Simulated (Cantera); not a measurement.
Source: NASA polynomial tables (part measured, part estimated), evaluated in Cantera. Values are per mole of reaction as written; species without (g) are pure solids or liquids, kept so even where they would boil at 1 bar.

Between 1998 and 2398 K, where is each reaction favourable under standard conditions?
- 4 F2(g) + 2 Cu2O + N(g) = 4 CuF2(g) + NO2(g)


- 4 F2(g) + 2 Cu2O + N(g) = 4 CuF2(g) + NO2(g): ΔG° is -1341 kJ at 1998 K and -1326 kJ at 2398 K; it stays negative (K > 1). ΔH° is -1432 kJ and ΔS° -44 J/K at 2398 K.
